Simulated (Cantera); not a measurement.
A perfectly stirred reactor is fed with 4.32 % CH₄, 0.518 % C₂H₆, 0.648 % C₃H₈, 19.8 % O₂, 74.7 % N₂, equivalence ratio 0.69, at 10.0 bar; it is adiabatic with a 800 K inlet, and is followed from long to short residence time, starting on the burning branch (τ in s: 0.044, 0.015, 0.0048, 0.0016, 0.00053, 0.00018, 5.8e-05, 1.9e-05, 6.4e-06).

Model: GRI-Mech 3.0 (53 species, 325 reactions), integrated in Cantera. GRI-Mech 3.0 was tuned for natural gas; its chemistry of propane as a main component is partial and can be far from experiment.

One state of this run: T (K) = 2213; x CH₄ = 1.44e-5; x C₂H₆ = 2.89e-7; x C₃H₈ = 3.97e-7; x H₂O₂ = 4.05e-7; x HO₂ = 6.34e-6; x HCN = 1.47e-7; x C₂H₄ = 2.52e-6. x: mole fraction; the columns are a selection and need not sum to one.

**Question.** Which value of τ (s) does it belong to?
(A) 1.9e-5
(B) 0.00053
(C) 0.015
(D) 0.0016

**Answer.** D, 0.0016
